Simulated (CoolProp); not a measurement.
A Linde-Hampson liquefier for carbon monoxide: isothermal reversible compression at 250 K from 1 atm to 30 MPa, throttling to 1 atm, return gas leaving the recuperator 10 K below the feed. Each further row changes one setting.

Values from CoolProp's reference Helmholtz-energy equation of state, Lemmon 2006. It is a short technical equation, of lower accuracy than the large ones.

```json
[
 {"case": "as stated", "liquid yield per pass": "0.144", "compression work (kJ/kg of gas)": "415"},
 {"case": "high pressure 60 MPa", "liquid yield per pass": "0.132", "compression work (kJ/kg of gas)": "481"},
 {"case": "warm-end temperature 280 K", "liquid yield per pass": "0.101", "compression work (kJ/kg of gas)": "472"},
 {"case": "warm-end gap 15 K", "liquid yield per pass": "0.133", "compression work (kJ/kg of gas)": "415"}
]
```
